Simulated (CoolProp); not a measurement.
R142b along the isotherm 83.65 °C: density (kg/m³) from the reference equation and from simpler models built on Tc = 137.1 °C, pc = 4055 kPa, ω = 0.232; each cubic takes its own stable root.

Values from CoolProp's reference Helmholtz-energy equation of state, Lemmon 2006. It is a short technical equation, of lower accuracy than the large ones.

```csv
p (kPa),phase,reference,van der Waals,Soave-Redlich-Kwong
1450,gas,65.44,59.57,63.96
2900,liquid,950.6,573.3,824.8
4340,liquid,962.9,598.6,843.9
5790,liquid,974.0,617.3,860.6
7240,liquid,983.9,632.3,875.3
8690,liquid,993.0,644.9,888.5
10100,liquid,1001,655.5,900.2
11600,liquid,1009,665.4,911.5
13000,liquid,1016,673.7,921.3
14500,liquid,1023,681.8,931.0
15900,liquid,1030,688.6,939.5
17400,liquid,1036,695.4,948.1
18800,liquid,1042,701.2,955.6
20300,liquid,1048,707.0,963.2
```
